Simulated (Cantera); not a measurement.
Cantera run, input and output.

```python
import numpy as np
import cantera as ct

gas = ct.Solution("gri30.yaml")
gas.TPX = 1325, 2666, {'H2': 0.19, 'O2': 1, 'N2': 0.55}
reactor = ct.IdealGasConstPressureReactor(gas, energy="off", clone=False)
net = ct.ReactorNet([reactor])
net.rtol, net.atol = 1e-08, 1e-18
show = ['H2', 'O2', 'NO', 'H', 'OH', 'N2O', 'HO2']
times = np.geomspace(3e-05, 40, 15)

steps = ct.SolutionArray(gas, extra=["t"])
rows = []
print(f"{'t/s':>10s}{'T/K':>9s}{'P/Pa':>11s}" + "".join(f"{s:>11s}" for s in show))
for t in times:
    while net.time < t:
        t_next = net.step()
        steps.append(gas.state, t=t_next)
    rows.append([np.interp(t, steps.t, y) for y in (steps.T, steps.P, *steps(*show).X.T)])
    print(f"{t:10.3e}{rows[-1][0]:9.1f}{rows[-1][1]:11.4g}" + "".join(f"{x:11.3e}" for x in rows[-1][2:]))
rate = np.gradient(steps.T, steps.t)
print("integrator steps:", len(steps.t))
if steps.T.max() > steps.T[0] + 200:
    print(f"time of steepest temperature rise: {steps.t[rate.argmax()]:.4e} s")
gas.TPX = 1325, 2666, {'H2': 0.19, 'O2': 1, 'N2': 0.55}
gas.equilibrate("TP")
print(f"equilibrium (TP): T = {gas.T:.1f} K  " + "  ".join(f"{s} {gas[s].X[0]:.3e}" for s in show))
```

It prints:

```
       t/s      T/K       P/Pa         H2         O2         NO          H         OH        N2O        HO2
 3.000e-05   1325.0       2666  1.092e-01  5.747e-01  6.543e-19  2.565e-08  1.106e-08  1.004e-15  2.938e-08
 8.215e-05   1325.0       2666  1.092e-01  5.747e-01  1.466e-17  1.414e-07  8.409e-08  4.480e-15  8.067e-08
 2.250e-04   1325.0       2666  1.092e-01  5.747e-01  1.396e-15  7.345e-06  4.647e-06  6.672e-14  2.471e-07
 6.160e-04   1325.0       2666  2.542e-02  5.215e-01  1.810e-08  2.988e-02  1.198e-02  5.472e-10  6.000e-06
 1.687e-03   1325.0       2666  4.242e-03  5.064e-01  5.239e-07  2.590e-02  8.205e-03  5.067e-09  6.218e-06
 4.620e-03   1325.0       2666  3.322e-03  5.178e-01  1.428e-06  1.673e-02  7.331e-03  6.344e-09  6.241e-06
 1.265e-02   1325.0       2666  1.663e-03  5.347e-01  2.206e-06  5.423e-03  5.253e-03  8.740e-09  5.619e-06
 3.464e-02   1325.0       2666  3.909e-04  5.462e-01  2.402e-06  5.878e-04  2.563e-03  1.375e-08  3.286e-06
 9.486e-02   1325.0       2666  5.889e-05  5.493e-01  2.419e-06  3.415e-05  9.992e-04  1.909e-08  9.966e-07
 2.598e-01   1325.0       2666  9.797e-06  5.499e-01  2.422e-06  2.337e-06  4.096e-04  2.207e-08  2.332e-07
 7.113e-01   1325.0       2666  2.106e-06  5.501e-01  2.423e-06  2.352e-07  1.907e-04  2.282e-08  6.700e-08
 1.948e+00   1325.0       2666  5.663e-07  5.501e-01  2.423e-06  3.306e-08  9.915e-05  2.101e-08  3.559e-08
 5.334e+00   1325.0       2666  2.013e-07  5.501e-01  2.422e-06  7.050e-09  5.919e-05  1.544e-08  3.726e-08
 1.461e+01   1325.0       2666  1.317e-07  5.501e-01  2.420e-06  3.740e-09  4.787e-05  7.259e-09  4.195e-08
 4.000e+01   1325.0       2666  1.288e-07  5.501e-01  2.421e-06  3.618e-09  4.734e-05  3.550e-09  4.226e-08
integrator steps: 1845
equilibrium (TP): T = 1325.0 K  H2 1.288e-07  O2 5.499e-01  NO 4.919e-04  H 3.619e-09  OH 4.733e-05  N2O 3.427e-09  HO2 4.224e-08
```

Detailed kinetics in Cantera: GRI-Mech 3.0 (53 species, 325 reactions). Radical loss at walls, strong at low pressure, is not modelled. The temperature is held fixed by assumption; the heat of reaction is taken as removed at once.
